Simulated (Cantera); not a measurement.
Input: 1 mol C6H6, 0.18 mol H2O, at 101000 Pa.

These are equilibrium values from Cantera (NASA tables, ideal gas, pure condensed phases), not measurements of a reactor. Candidate condensed phases: C, C6H6, C7H8, C8H18, H2O; 131 gas species. Ions and electrons are included (thermal ionisation). Equilibrium is a limit: real reactors are often held back by kinetics, nucleation or transport.

Problem. Which condensed phases are stable at each of these points (T (K)): 2000, 2250, 2500, 2750, 3000, 3250, 3500, 3750, 4000, 4250, 4500, 4750, 5000?

Solution. 
```tsv
T (K)	condensed phases	C condensed (%)
2000	C(graphite)	96.9
2250	C(graphite)	96.6
2500	C(graphite)	95.9
2750	C(graphite)	94.1
3000	C(graphite)	90.7
3250	C(graphite)	84.5
3500	C(graphite)	69.3
3750	gas only	0.0
4000	gas only	0.0
4250	gas only	0.0
4500	gas only	0.0
4750	gas only	0.0
5000	gas only	0.0
```

From 2000 K to 3500 K the condensed part is C(graphite). From 3750 K to 5000 K nothing is condensed.
